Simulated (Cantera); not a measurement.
A jet of 3.79 % CH₄, 19.4 % O₂, 76.8 % N₂ at 300 K and 42.8 Torr hits a platinum plate 9 cm away at a mass flux of 0.027 kg/m²/s; the plate temperature is set and raised in steps from an oxygen-covered start.

Detailed kinetics in Cantera: Deutschmann's 1995 Pt surface mechanism with GRI-Mech 3.0 gas chemistry. Catalytic surfaces can have several steady states; this one follows from the mechanism file's or the stated starting coverage.

x: mole fraction at the wall; θ: surface coverage.

```tsv
plate T (K)	wall x CH₄	wall x O₂	wall x H₂O	wall x OH	wall x CO	wall x CO₂	θ free Pt	θ O*	θ OH*
900	0.0228	0.162	0.0284	4.24e-8	8.76e-6	0.0185	0.204	0.795	0.00108
950	0.0168	0.149	0.0395	1.34e-7	8.93e-6	0.0259	0.273	0.726	0.00115
1000	0.0123	0.140	0.0477	3.67e-7	8.86e-6	0.0313	0.344	0.655	0.00112
1050	?	0.133	0.0532	?	8.87e-6	0.0351	?	?	0.00104
1100	?	0.129	0.0569	?	9.08e-6	0.0375	?	?	?
1150	0.00572	0.126	0.0593	3.86e-6	9.55e-6	0.0391	0.547	0.452	0.000824
```

Complete the blanks.


- 1050, wall x CH₄: 0.00921
- 1050, wall x OH: 8.85e-7
- 1050, θ free Pt: 0.414
- 1050, θ O*: 0.585
- 1100, wall x CH₄: 0.00714
- 1100, wall x OH: 1.93e-6
- 1100, θ free Pt: 0.482
- 1100, θ O*: 0.517
- 1100, θ OH*: 0.000932
